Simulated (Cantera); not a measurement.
**Ignition delay**

Mixture: CO : H2 : CH4 : O2 : N2 = 1 : 0.52 : 0.92 : 2.17 : 8.15 (molar parts), equivalence ratio 1.2, at 37.0 bar, adiabatic and at constant pressure. Ignition delay is the time to a rise of 400 K.

Model: GRI-Mech 3.0 (53 species, 325 reactions), integrated in Cantera. The pressure lies above the range GRI-Mech 3.0 was tuned for (to about 10 atm).

| T0 (K) | delay (ms) |
|---|---|
| 1225 | 0.114 |
| 1300 | 0.0528 |
| 1375 | 0.0286 |
| 1450 | 0.0171 |
| 1525 | 0.0108 |
| 1600 | 0.00704 |
| 1675 | 0.00469 |
| 1750 | 0.00319 |
| 1825 | 0.00220 |

```json
{
 "apparent activation energy between 1675 and 1825 K": "130 kJ/mol"
}
```
